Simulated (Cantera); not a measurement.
Mixture: CH4 : C2H6 : C3H8 : O2 : N2 : H2O = 1 : 0.16 : 0.14 : 7.95 : 29.9 : 0.86 (molar parts), at 0.730 atm, adiabatic and at constant pressure. Ignition delay is the time to a rise of 400 K.

Detailed kinetics in Cantera: GRI-Mech 3.0 (53 species, 325 reactions).

Q: What does this change do: pressure from 0.730 atm to 0.987 atm?

A: 
```tsv
quantity	before	after
delay at 1123 K	10.0 ms	8.52 ms
delay at 1223 K	2.33 ms	1.97 ms
delay at 1323 K	0.689 ms	0.579 ms
delay at 1423 K	0.255 ms	0.211 ms
apparent activation energy between 1373 and 1473 K	150 kJ/mol	150 kJ/mol
```
